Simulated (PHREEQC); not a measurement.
A PHREEQC input (ion-association model, wateq4f.dat):

```
SOLUTION 1
  temp 25
  units mgL
  pH 5.9
  pe 11.8
  Na 0.138
  K 0.0859
  Ca 0.103
  Mg 0.1
  Cl 0.515
  S(6) 0.255 as SO4
  Alkalinity 0.157 as HCO3
  F 0.000517
END
USE solution 1
EQUILIBRIUM_PHASES 1
  Quartz 0 0.5
  CO2(g) -3.4 10
END
```

It stops with these messages:

```
ERROR: Calculations terminating due to input errors.
```

The fault: a unit that the program doesn't know. The line should read `units mg/kgw` where the input has `units mgL`. With the mend the run ends at pH 5.83 and ionic strength 3.28e-5 mol/kgw.
